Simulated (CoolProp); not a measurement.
Saturation properties of R365MFC (Tc = 460.0 K, pc = 3266 kPa, ω = 0.377).

Values from CoolProp's reference Helmholtz-energy equation of state, Lemmon 2016.

```csv
T (K),p (kPa),liquid density (kg/m³),enthalpy of vaporisation (kJ/kg),surface tension (mN/m)
287.3,35.87,1280,200.1,16.3
293.7,47.26,1266,197.3,15.6
300.1,61.39,1253,194.4,14.9
306.6,79.01,1239,191.4,14.1
313,100.1,1225,188.4,13.4
319.4,125.4,1210,185.2,12.7
325.9,155.9,1196,181.9,12.0
332.3,191.4,1181,178.6,11.3
338.7,232.9,1165,175.1,10.6
345.1,280.9,1150,171.5,9.97
351.6,337.2,1133,167.7,9.29
```

It boils at 313.3 K under 1 atm.

Surface tension comes from a separate correlation (Mulero 2012).
